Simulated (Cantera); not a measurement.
An adiabatic, constant-volume homogeneous reactor starts with H₂ : O₂ : N₂ = 1 : 0.505 : 1.9 (molar parts), at 950 K and 0.276 atm. Integrator tolerance rtol = 1e-08.

Model: the H2/O2 subset of GRI-Mech 3.0, which has no nitrogen chemistry, integrated in Cantera.

### Question
What does this change do: constant pressure in place of constant volume?

### Answer
| quantity | before | after |
|---|---|---|
| time of steepest temperature rise | 0.950 ms | 0.974 ms |
| temperature at 0.500 s | 2779 K | 2585 K |
| equilibrium temperature | 2779 K | 2585 K |
| x(H₂) at 0.500 s | 0.0456 (gas-phase equilibrium 0.0456) | 0.0373 (gas-phase equilibrium 0.0373) |
| x(O₂) at 0.500 s | 0.0178 (gas-phase equilibrium 0.0178) | 0.0155 (gas-phase equilibrium 0.0155) |
| x(HO₂) at 0.500 s | 6.42e-6 (gas-phase equilibrium 6.42e-6) | 3.03e-6 (gas-phase equilibrium 3.03e-6) |
| x(OH) at 0.500 s | 0.0297 (gas-phase equilibrium 0.0297) | 0.0223 (gas-phase equilibrium 0.0223) |
| x(H) at 0.500 s | 0.0191 (gas-phase equilibrium 0.0191) | 0.0133 (gas-phase equilibrium 0.0133) |
| x(H₂O₂) at 0.500 s | 3.57e-7 (gas-phase equilibrium 3.57e-7) | 1.53e-7 (gas-phase equilibrium 1.53e-7) |

### Question
What does this change do: pressure from 0.276 atm to 21.7 atm?

### Answer
```csv
quantity,before,after
time of steepest temperature rise,0.950 ms,17.2 ms
temperature at 0.500 s,2779 K,3147 K
equilibrium temperature,2779 K,3147 K
x(H₂) at 0.500 s,0.0456 (gas-phase equilibrium 0.0456),0.0268 (gas-phase equilibrium 0.0268)
x(O₂) at 0.500 s,0.0178 (gas-phase equilibrium 0.0178),0.0100 (gas-phase equilibrium 0.0100)
x(HO₂) at 0.500 s,6.42e-6 (gas-phase equilibrium 6.42e-6),2.72e-5 (gas-phase equilibrium 2.72e-5)
x(OH) at 0.500 s,0.0297 (gas-phase equilibrium 0.0297),0.0205 (gas-phase equilibrium 0.0205)
x(H) at 0.500 s,0.0191 (gas-phase equilibrium 0.0191),0.00503 (gas-phase equilibrium 0.00503)
x(H₂O₂) at 0.500 s,3.57e-7 (gas-phase equilibrium 3.57e-7),5.08e-6 (gas-phase equilibrium 5.08e-6)
```
The hydrogen kinetics of GRI-Mech 3.0 are dated; newer H2 mechanisms differ, most at raised pressure. The pressure lies above the range GRI-Mech 3.0 was tuned for (to about 10 atm). Above 3000 K some thermodynamic fits are extrapolated.
